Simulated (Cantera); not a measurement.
A perfectly stirred reactor is fed with H₂ : O₂ : N₂ = 1 : 0.98 : 3.69 (molar parts), equivalence ratio 0.51, at 4.93 atm; it is adiabatic with a 525 K inlet, and is followed from long to short residence time, starting on the burning branch (τ in s: 0.23, 0.094, 0.039, 0.016, 0.0067, 0.0028, 0.0012, 0.00048, 0.0002, 8.3e-05, 3.4e-05, 1.4e-05).

Detailed kinetics in Cantera: GRI-Mech 3.0 (53 species, 325 reactions). The hydrogen kinetics of GRI-Mech 3.0 are dated; newer H2 mechanisms differ, most at raised pressure.

```
quantity                                                                          before                                   after
------------------------------------------------  --------------------------------------  --------------------------------------
blow-out, bracketed by the residence times tried  burning at 14.0 µs, the shortest tried  burning at 14.0 µs, the shortest tried
x(H₂) at τ = 0.230 s                                                             3.55e-5                                 0.00122
x(O₂) at τ = 0.230 s                                                              0.0926                                  0.0389
x(NO) at τ = 0.230 s                                                             6.20e-5                                 0.00528
x(NO₂) at τ = 0.230 s                                                            2.19e-7                                 5.75e-6
x(HO₂) at τ = 0.230 s                                                            1.83e-6                                 5.49e-6
x(H₂) at τ = 1.20 ms                                                            0.000694                                 0.00250
x(O₂) at τ = 1.20 ms                                                              0.0923                                  0.0414
x(NO) at τ = 1.20 ms                                                             1.06e-5                                0.000278
x(NO₂) at τ = 1.20 ms                                                            6.46e-8                                 3.55e-7
x(HO₂) at τ = 1.20 ms                                                            1.48e-5                                 8.11e-6
```

**Question.** What was changed between the two runs?
(A) H2 1 to 0.73 parts
(B) H2 1 to 1.5 parts
(C) O2 0.98 to 0.74 parts
(D) pressure from 4.93 atm to 0.247 atm

**Answer.** B, H2 1 to 1.5 parts
